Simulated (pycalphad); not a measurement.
**Phase fractions of Ti-33C (at.%)**

All values are pycalphad results on the COST 507 light-alloy database (1999) (1 atm), not direct measurements. The data set is of 1999 and partly superseded. Amounts are mole fractions of atoms. Kinetics are ignored, which matters at the lower temperatures.

| T (K) | liquid | fcc | bcc | hcp |
|---|---|---|---|---|
| 3300 | 1.000 | - | - | - |
| 3200 | 0.691 | 0.309 | - | - |
| 3100 | ? | ? | - | - |
| 3000 | 0.252 | 0.748 | - | - |
| 2900 | 0.156 | 0.844 | - | - |
| 2800 | 0.091 | 0.909 | - | - |
| 2700 | 0.043 | 0.957 | - | - |
| 2600 | 0.008 | 0.992 | - | - |
| 1600 | - | 1.000 | - | - |
| 1500 | - | 0.989 | 0.011 | - |
| 1400 | - | 0.977 | 0.023 | - |
| 1300 | - | 0.967 | 0.033 | - |
| 1200 | - | 0.957 | 0.043 | - |
| 1100 | - | 0.945 | - | 0.055 |
| 1000 | - | 0.935 | - | 0.065 |
| 900 | - | 0.925 | - | 0.075 |
| 800 | - | 0.917 | - | 0.083 |
| 700 | - | 0.909 | - | 0.091 |
| 600 | - | ? | - | ? |
| 500 | - | 0.894 | - | 0.106 |

Some entries are withheld; supply them.


- 3100, liquid: 0.403
- 3100, fcc: 0.597
- 600, fcc: 0.901
- 600, hcp: 0.099

The fcc model also describes the rock-salt carbide or nitride (TiC, TiN, HfC).
